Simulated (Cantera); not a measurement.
Mixture: CO : H₂ : O₂ : N₂ = 1 : 0.1 : 0.5 : 1.88 (molar parts), equivalence ratio 1.1, at 7500 Torr, adiabatic and at constant volume. Ignition delay is the time to a rise of 400 K.

Computed with Cantera and GRI-Mech 3.0 (53 species, 325 reactions). The hydrogen kinetics of GRI-Mech 3.0 are dated; newer H2 mechanisms differ, most at raised pressure. Where the delays flatten at high temperature, the 400 K rule measures the pace of heat release, not the induction time.

Problem. What does this change do: pressure from 7500 Torr to 1200 Torr?

Solution. 
```json
[
 {"quantity": "delay at 1025 K", "before": "1.53 ms", "after": "0.423 ms"},
 {"quantity": "delay at 1175 K", "before": "60.2 µs", "after": "78.7 µs"},
 {"quantity": "delay at 1325 K", "before": "9.10 µs", "after": "41.6 µs"},
 {"quantity": "delay at 1475 K", "before": "4.28 µs", "after": "29.7 µs"},
 {"quantity": "delay at 1625 K", "before": "2.89 µs", "after": "25.2 µs"}
]
```
